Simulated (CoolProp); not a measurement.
Properties of chlorine along the isotherm 361.3 K.

Computed with CoolProp (reference Helmholtz-energy equation of state, Thol 2021).

```csv
p (MPa),phase,density (kg/m³),isothermal compressibility (1/MPa),expansivity (1/kK)
1.82,gas,49.75,0.6504,4.476
3.64,liquid,1169,0.007381,4.094
5.45,liquid,___,0.006393,3.722
7.27,liquid,1197,0.005665,3.439
9.09,liquid,1208,0.005105,3.216
10.9,liquid,1219,___,___
12.7,liquid,1229,0.004300,2.883
14.5,liquid,1238,0.003996,2.753
16.4,liquid,1247,0.003725,___
18.2,liquid,1255,0.003504,2.536
20,liquid,1263,0.003311,___
```

Fill in the missing entries.


- 5.45, density (kg/m³): 1184
- 10.9, isothermal compressibility (1/MPa): 0.004661
- 10.9, expansivity (1/kK): 3.034
- 16.4, expansivity (1/kK): 2.635
- 20, expansivity (1/kK): 2.449
